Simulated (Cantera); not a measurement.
**Adiabatic ignition**

An adiabatic, constant-volume homogeneous reactor starts with CH4 : C2H6 : C3H8 : O2 : N2 = 1 : 0.031 : 0.042 : 1.78 : 6.71 (molar parts), equivalence ratio 1.3, at 975 K and 500000 Pa.

Cantera simulation using GRI-Mech 3.0 (53 species, 325 reactions); the numbers are that mechanism's predictions, not measurements. Below about 1000 K GRI-Mech 3.0 lacks low-temperature oxidation paths.

```tsv
t (s)	T (K)	P (bar)	x CH4	x C2H6	x C3H8	x CH3	x H2O2	x N2O
2.00e-6	975	5.00	0.105	0.00324	0.00439	7.51e-11	<1e-12	<1e-12
5.37e-6	975	5.00	0.105	0.00324	0.00439	2.10e-10	<1e-12	<1e-12
1.44e-5	975	5.00	0.105	0.00324	0.00439	5.72e-10	1.61e-12	<1e-12
3.86e-5	975	5.00	0.105	0.00324	0.00439	1.54e-9	1.19e-11	<1e-12
0.000104	975	5.00	0.105	0.00324	0.00439	4.07e-9	8.63e-11	<1e-12
0.000278	975	5.00	0.105	0.00324	0.00439	1.05e-8	6.32e-10	<1e-12
0.000746	975	5.00	0.105	0.00324	0.00439	2.64e-8	4.72e-9	<1e-12
0.00200	975	5.00	0.105	0.00324	0.00439	6.81e-8	3.51e-8	<1e-12
0.00537	975	5.00	0.105	0.00324	0.00439	2.32e-7	2.55e-7	<1e-12
0.0144	975	5.00	0.105	0.00324	0.00438	7.54e-7	1.56e-6	4.01e-12
0.0386	976	5.01	0.104	0.00321	0.00434	1.35e-6	4.69e-6	2.58e-11
0.104	2868	15.8	5.33e-12	<1e-12	<1e-12	1.15e-11	3.08e-7	5.15e-7
0.278	2868	15.8	5.33e-12	<1e-12	<1e-12	1.15e-11	3.08e-7	5.15e-7
0.746	2868	15.8	5.33e-12	<1e-12	<1e-12	1.15e-11	3.08e-7	5.15e-7
2.00	2868	15.8	5.33e-12	<1e-12	<1e-12	1.15e-11	3.08e-7	5.15e-7
```
x: mole fraction; the columns are a selection and need not sum to one.

```yaml
time_of_steepest_temperature_rise: 94.6 ms
temperature at 2.00 s: 2868 K
equilibrium_temperature: 2868 K
x(CH4) at 2.00 s: 5.33e-12 (gas-phase equilibrium 6.18e-12)
x(C2H6) at 2.00 s: <1e-12 (gas-phase equilibrium <1e-12)
x(C3H8) at 2.00 s: <1e-12 (gas-phase equilibrium <1e-12)
```
